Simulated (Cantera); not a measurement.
Input (Python, Cantera):

```python
import numpy as np
import cantera as ct

gas = ct.Solution("gri30.yaml")
gas.TPX = 348, 230000, {'CH4': 1, 'O2': 2.9, 'N2': 8.12}
inlet = ct.Reservoir(gas, clone=True)
gas.equilibrate("HP")  # start burning
reactor = ct.IdealGasConstPressureReactor(gas, energy="on", clone=False)
exhaust = ct.Reservoir(gas, clone=True)
tau = [0.46, 0.17, 0.063, 0.023, 0.0086, 0.0032, 0.0012, 0.00043, 0.00016, 5.9e-05, 2.2e-05, 8.1e-06, 3e-06][0]
for a, b in ((inlet, reactor), (reactor, exhaust)):
    ct.MassFlowController(a, b, mdot=lambda t: reactor.mass / tau)
net = ct.ReactorNet([reactor])
show = ['CH4', 'O2', 'N2O', 'O', 'HO2']

rows = []
print(f"{'tau/s':>10s}{'T/K':>9s}" + "".join(f"{s:>11s}" for s in show))
for tau in [0.46, 0.17, 0.063, 0.023, 0.0086, 0.0032, 0.0012, 0.00043, 0.00016, 5.9e-05, 2.2e-05, 8.1e-06, 3e-06]:
    net.initial_time = 0.0
    net.advance(30 * tau)
    before = gas.X
    net.advance(40 * tau)
    drift = np.max(np.abs(gas.X - before) / (gas.X + 1e-9))
    rows.append([gas.T, *gas[show].X, drift])
    print(f"{tau:10.3e}{gas.T:9.1f}" + "".join(f"{x:11.3e}" for x in gas[show].X))
```

It prints:

```
     tau/s      T/K        CH4         O2        N2O          O        HO2
 4.600e-01   2123.3  4.689e-07  7.299e-02  4.577e-07  2.973e-04  3.256e-06
 1.700e-01   2125.3  1.230e-06  7.363e-02  4.647e-07  3.111e-04  3.333e-06
 6.300e-02   2125.6  3.164e-06  7.406e-02  4.813e-07  3.353e-04  3.438e-06
 2.300e-02   2123.1  7.898e-06  7.431e-02  5.277e-07  3.906e-04  3.657e-06
 8.600e-03   2115.8  1.781e-05  7.454e-02  6.233e-07  5.184e-04  4.200e-06
 3.200e-03   2100.5  3.699e-05  7.491e-02  7.555e-07  7.964e-04  5.567e-06
 1.200e-03   2073.0  7.326e-05  7.566e-02  8.324e-07  1.316e-03  8.641e-06
 4.300e-04   2025.3  1.526e-04  7.725e-02  7.848e-07  2.197e-03  1.538e-05
 1.600e-04   1954.3  3.372e-04  8.029e-02  6.610e-07  3.286e-03  2.836e-05
 5.900e-05   1843.6  9.478e-04  8.725e-02  5.033e-07  3.881e-03  5.760e-05
 2.200e-05    348.0  8.319e-02  2.413e-01  7.532e-22  7.344e-23  5.375e-19
 8.100e-06    348.0  8.319e-02  2.413e-01  1.368e-24  1.329e-25  9.765e-22
 3.000e-06    348.0  8.319e-02  2.413e-01  8.643e-26  8.393e-27  6.168e-23
```

Computed with Cantera and GRI-Mech 3.0 (53 species, 325 reactions).
